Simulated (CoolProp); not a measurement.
Cyclohexane along the isobar 2000 kPa: fugacity coefficient from the reference equation and from simpler models built on Tc = 553.6 K, pc = 4081 kPa, ω = 0.209; each cubic takes its own stable root.

Model: reference Helmholtz-energy equation of state, Zhou 2014, in CoolProp.

```csv
T (K),phase,reference
301.6,liquid,0.008197
318.3,liquid,0.01614
334.9,liquid,0.02916
351.6,liquid,0.04928
368.2,liquid,0.07823
384.9,liquid,0.1183
401.5,liquid,0.1707
418.2,liquid,0.2373
434.8,liquid,0.3183
451.5,liquid,0.4149
```

Problem. How far does each simpler model (van der Waals, Redlich-Kwong, Soave-Redlich-Kwong, Peng-Robinson) lie from the reference over these 10 states: mean and median of the absolute difference, and the worst?

Solution. 
- van der Waals: mean 385.3 %, median 248.1 %, worst +1193.2 % at 301.6 K and 2000 kPa
- Redlich-Kwong: mean 47.7 %, median 44.5 %, worst +85.8 % at 301.6 K and 2000 kPa
- Soave-Redlich-Kwong: mean 1.3 %, median 1.3 %, worst +2.2 % at 301.6 K and 2000 kPa
- Peng-Robinson: mean 1.6 %, median 0.9 %, worst +5.7 % at 301.6 K and 2000 kPa
